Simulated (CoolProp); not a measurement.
The fluid at 298.15 K and 1.84 MPa is throttled through a valve to 0.116 MPa with no heat exchange. The same conditions are run with several fluids, on thermodynamics alone (safety and materials aside).

Model: reference Helmholtz-energy equation of state of each fluid (ethylene: Smukala 2000; dry air: Lemmon 2000; fluorine: de Reuck 1990; nitrogen: Span 2000; carbon monoxide: Lemmon 2006), in CoolProp. Blends and air are pseudo-pure fits.

| fluid | temperature change (K) | final density (kg/m³) |
|---|---|---|
| ethylene | -19.6 | 1.42 |
| dry air | -3.9 | 1.37 |
| fluorine | -3.3 | 1.80 |
| nitrogen | -3.6 | 1.33 |
| carbon monoxide | -4.3 | 1.33 |
